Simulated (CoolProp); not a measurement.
Saturation properties of R11 (Tc = 471.1 K, pc = 4.408 MPa, ω = 0.189).

Computed with CoolProp (reference Helmholtz-energy equation of state, Jacobsen 1992).

```tsv
T (K)	p (MPa)	enthalpy of vaporisation (kJ/kg)	liquid cp (kJ/(kg K))	surface tension (mN/m)	liquid viscosity (µPa s)
346.6	0.4455	160.8	0.9407	11.8	277
358.7	0.5967	154.9	0.9609	10.4	249
370.8	0.7832	148.4	…	9.03	223
383	1.012	…	1.013	7.68	200
395.1	1.283	133.3	1.047	6.39	179
407.3	1.608	124.4	1.092	5.14	…
419.4	1.986	114.3	1.154	…	140
431.6	2.429	102.6	1.249	2.82	122
443.7	…	88.39	1.423	1.79	104
```

Problem. Complete the blanks.

Solution. 
- 370.8, liquid cp (kJ/(kg K)): 0.9844
- 383, enthalpy of vaporisation (kJ/kg): 141.2
- 407.3, liquid viscosity (µPa s): 159
- 419.4, surface tension (mN/m): 3.95
- 443.7, p (MPa): 2.938

It boils at 296.9 K under 1 atm.

Viscosity comes from a separate model (Klein 1997), an estimate that may be off by 10 % or more. Surface tension comes from a separate correlation (Mulero 2012).
